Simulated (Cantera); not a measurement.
Cantera run:

```python
import numpy as np
import cantera as ct

gas_names = """
    H HO2 H2 H2O H2O2 O OH O2 O3 Pb PbO Pb2
""".split()
cond_names = """
    H2O(s) H2O(L) Pb(cr) Pb(L) PbO(rd) PbO(yw) PbO(L) PbO2(s) Pb3O4(s)
""".split()


# ... load() reads the species with a 1 bar reference pressure and builds the phases ...
atoms = {
    'PbO': {'Pb': 1, 'O': 1},
    'H2': {'H': 2},
}
top_T = {'Pb3O4(s)': 820}  # K; cautious upper limits of use, not melting points


# ... equilibrate(T, P, feed) seeds the gas with the atoms and calls Mixture.equilibrate('TP', solver="vcs", rtol=1e-11, max_steps=5000) ...
results = []
feed = {'PbO': 1, 'H2': 45}  # mol
P = 5700  # Pa
for T in [598, 648, 698, 748, 798, 848, 898, 948, 998, 1048, 1098, 1148, 1198, 1248]:
    mix = equilibrate(T, P, feed)
    results.append((T, P, feed, dict(zip(mix.species_names, mix.species_moles))))

top = {s: max(r[3][s] / sum(r[3][g] for g in gas_names) for r in results) for s in gas_names}
cols = sorted((s for s in top if top[s] > 0.001), key=lambda s: -top[s])[:8]
seen = [c for c in cond_names if any(r[3].get(c, 0) > 1e-12 for r in results)]
print("log10 of partial pressures in bar; condensed amounts in mol")
print(f"{'T/K':>10s}" + "".join(f"{s[:9]:>10s}" for s in cols + seen))
for T, P, feed, n in results:
    ng = sum(n[g] for g in gas_names)
    print(f"{T:10.4g}" + "".join(f"{np.log10(max(n[s] / ng * P / 1e5, 1e-99)):10.3f}" for s in cols)
          + "".join(f"{n.get(c, 0):10.4g}" for c in seen))
```

Result:

```
log10 of partial pressures in bar; condensed amounts in mol
       T/K        H2       H2O        Pb    Pb(cr)     Pb(L)
       598    -1.254    -2.897   -11.344         1         0
       648    -1.254    -2.897   -10.075         0         1
       698    -1.254    -2.897    -8.993         0         1
       748    -1.254    -2.897    -8.058         0         1
       798    -1.254    -2.897    -7.242         0         1
       848    -1.254    -2.897    -6.524         0    0.9998
       898    -1.254    -2.897    -5.888         0     0.999
       948    -1.254    -2.897    -5.320         0    0.9962
       998    -1.254    -2.897    -4.810         0    0.9878
      1048    -1.254    -2.898    -4.350         0    0.9647
      1098    -1.255    -2.898    -3.933         0    0.9076
      1148    -1.256    -2.899    -3.553         0    0.7777
      1198    -1.259    -2.902    -3.205         0    0.5021
      1248    -1.263    -2.907    -2.907         0         0
```

Equilibrium computed with Cantera from the NASA thermochemical tables; the gas is ideal and each condensed phase is pure.
